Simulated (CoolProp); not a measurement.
Vapour-liquid equilibrium of o-xylene (1) + n-undecane (2) at 3.87 kPa; x and y are mole fractions of (1).

Model: multi-fluid Helmholtz-energy mixture model, Zhou 2012 and Aleksandrov 2011; pair parameters Bell 2016, in CoolProp.

```json
[
 {"x": "0.05", "bubble temperature (K)": "365.0", "y at the bubble point": "0.243", "dew temperature at overall composition x (K)": "369.2", "liquid density (mol/L)": "?"},
 {"x": "0.2", "bubble temperature (K)": "353.1", "y at the bubble point": "0.642", "dew temperature at overall composition x (K)": "366.0", "liquid density (mol/L)": "4.895"},
 {"x": "0.35", "bubble temperature (K)": "344.6", "y at the bubble point": "0.812", "dew temperature at overall composition x (K)": "362.4", "liquid density (mol/L)": "5.334"},
 {"x": "0.5", "bubble temperature (K)": "?", "y at the bubble point": "0.897", "dew temperature at overall composition x (K)": "358.1", "liquid density (mol/L)": "5.822"},
 {"x": "0.65", "bubble temperature (K)": "?", "y at the bubble point": "?", "dew temperature at overall composition x (K)": "352.7", "liquid density (mol/L)": "6.374"},
 {"x": "0.8", "bubble temperature (K)": "329.9", "y at the bubble point": "?", "dew temperature at overall composition x (K)": "345.4", "liquid density (mol/L)": "?"},
 {"x": "0.95", "bubble temperature (K)": "326.7", "y at the bubble point": "0.995", "dew temperature at overall composition x (K)": "333.1", "liquid density (mol/L)": "7.753"}
]
```

Fill in the missing entries.


- 0.05, liquid density (mol/L): 4.489
- 0.5, bubble temperature (K): 338.4
- 0.65, bubble temperature (K): 333.7
- 0.65, y at the bubble point: 0.944
- 0.8, y at the bubble point: 0.974
- 0.8, liquid density (mol/L): 7.010

No azeotrope shows between x = 0.05 and 0.95.

The pair parameters rest on a limited set of measurements; away from them the model extrapolates.
